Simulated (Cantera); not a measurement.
A Cantera script and what it prints.

```python
import numpy as np
import cantera as ct

gas_names = """
    H HO2 H2 H2O H2O2 H2S H2SO4 O OH O2 O3 S SH SO SO2 SO3 S2 S2O S8
""".split()
cond_names = """
    H2O(s) H2O(L) H2SO4(L) S(cr1) S(cr2) S(L)
""".split()


# ... load() reads the species with a 1 bar reference pressure and builds the phases ...
atoms = {
    'S': {'S': 1},
    'H2O': {'H': 2, 'O': 1},
}
top_T = {}  # K; cautious upper limits of use, not melting points


# ... equilibrate(T, P, feed) seeds the gas with the atoms and calls Mixture.equilibrate('TP', solver="vcs", rtol=1e-11, max_steps=5000) ...
results = []
feed = {'S': 1, 'H2O': 6.2}  # mol
T = 2348  # K
P = 1100000  # Pa
mix = equilibrate(T, P, feed)
results.append((T, P, feed, dict(zip(mix.species_names, mix.species_moles))))
print(gas.report(threshold=0.0001))
for i in range(1, mix.n_phases):
    print(f"{mix.phase(i).name:16s} {mix.phase_moles(i):12.5e} mol")
```

Result:

```
       temperature   2348 K
          pressure   1.1e+06 Pa
           density   1.158 kg/m^3
  mean mol. weight   20.551 kg/kmol
   phase of matter   gas

                          1 kg             1 kmol
                     ---------------   ---------------
          enthalpy       -5.0687e+06       -1.0417e+08  J
   internal energy       -6.0186e+06       -1.2369e+08  J
           entropy             12471         2.563e+05  J/K
    Gibbs function       -3.4351e+07       -7.0596e+08  J
 heat capacity c_p            2472.8             50819  J/K
 heat capacity c_v            2068.2             42504  J/K

                      mass frac. Y      mole frac. X     chem. pot. / RT
                     ---------------   ---------------   ---------------
                 H        7.3018e-05         0.0014887           -9.7195
                H2          0.015683           0.15988           -19.439
               H2O            0.6198           0.70706           -38.535
               H2S          0.025102          0.015139           -33.467
                OH         0.0009367         0.0011319           -28.815
                 S         0.0011311        0.00072504           -14.028
                SH          0.009605         0.0059694           -23.748
                SO          0.034491          0.014749           -33.124
               SO2           0.25337          0.081287            -52.22
                S2          0.036597           0.01173           -28.056
               S2O           0.00318         0.0008157           -47.152
     [   +8 minor]        3.5427e-05         2.271e-05

S(L)              0.00000e+00 mol
```

Method: chemical equilibrium by Gibbs-energy minimisation in Cantera with the NASA 1993 tables (ideal gas, pure condensed phases).
